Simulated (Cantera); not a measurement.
A closed system holds: 1 mol LiOH, 0.071 mol H2, 0.53 mol H2O, at 33.8 Torr.

These are equilibrium values from Cantera (NASA tables, ideal gas, pure condensed phases), not measurements of a reactor. Candidate condensed phases: H2O, Li, LiH, LiOH, Li2O; 17 gas species. Equilibrium is a limit: real reactors are often held back by kinetics, nucleation or transport.

Q: Which condensed phases are stable at each of these points (T (K)): 1000, 1100, 1200, 1300, 1400, 1500, 1600, 1700, 1800, 1900, 2000, 2100?

A: 
```tsv
T (K)	condensed phases	Li condensed (%)
1000	Li2O(s)	100.0
1100	Li2O(s)	99.9
1200	Li2O(s)	99.5
1300	Li2O(s)	98.2
1400	Li2O(s)	94.3
1500	Li2O(s)	84.4
1600	Li2O(s)	62.9
1700	Li2O(s)	23.5
1800	gas only	0.0
1900	gas only	0.0
2000	gas only	0.0
2100	gas only	0.0
```

From 1000 K to 1700 K the condensed part is Li2O(s). From 1800 K to 2100 K nothing is condensed.
